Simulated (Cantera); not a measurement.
Thermodynamics of hydrogen reduction and annealing atmospheres, feed Fe₂O₃ + H₂ + H₂O

A closed system holds: 1 mol Fe₂O₃, 2500 mol H₂, 0.49 mol H₂O, equilibrated at 0.0330 bar.

Method: chemical equilibrium by Gibbs-energy minimisation in Cantera with the NASA 1993 tables (ideal gas, pure condensed phases). Candidate condensed phases: Fe, FeO, Fe(OH)₂, Fe(OH)₃, Fe₂O₃, Fe₃O₄, H₂O; 12 gas species. The numbers say what is thermodynamically allowed, not how fast it happens.

From 1000 K to 1150 K the condensed part is Fe(α). From 1300 K to 1600 K the condensed part is Fe(γ). At 1750 K the condensed part is Fe(δ). At 1900 K nothing is condensed.

```
T (K)  log p H₂  log p H  log p H₂O  log p Fe  log p OH  log p FeO  n Fe(α)  n Fe(γ)  n Fe(δ)
-----  --------  -------  ---------  --------  --------  ---------  -------  -------  -------
1000      -1.48    -9.39      -4.34      <-13      <-13       <-13     2.00        0        0
1150      -1.48    -7.87      -4.34    -11.07    -12.94       <-13     2.00        0        0
1300      -1.48    -6.70      -4.34     -8.96    -11.44       <-13        0     2.00        0
1450      -1.48    -5.77      -4.34     -7.30    -10.24     -12.65        0     2.00        0
1600      -1.48    -5.01      -4.34     -5.96     -9.27     -11.04        0     1.92        0
1750      -1.48    -4.37      -4.34     -4.86     -8.46      -9.71        0        0    0.943
1900      -1.48    -3.84      -4.34     -4.58     -7.78      -9.24        0        0        0
```
log p: log10 of the partial pressure in bar; n: condensed amount in mol.
